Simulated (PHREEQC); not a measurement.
Solution (82 °C): 0.0013 mol/kgw NaCl, 0.00013 mol/kgw BaCl2 and 0.0012 mol/kgw LiCl. Closed to the air; pH follows from the charge balance.

Computed with PHREEQC (ion-association model, phreeqc.dat).

| quantity | before | after |
|---|---|---|
| pH | 6.27 | 8.66 |
| ionic strength (mol/kgw) | 0.00289 | 0.00363 |

Problem. Name the change that produced these shifts.
(A) NaCl from 0.0013 to 0.00065 mol/kgw
(B) LiCl from 0.0012 to 0.00108 mol/kgw
(C) BaCl2 left out
(D) 0.00037 mol/kgw Na2B4O7 added
(E) NaCl left out

Solution. D, 0.00037 mol/kgw Na2B4O7 added

This is a speciation only: nothing precipitates in the calculation. Away from 25 °C the constants follow the database's enthalpies or fits; those with neither stay at their 25 °C values.
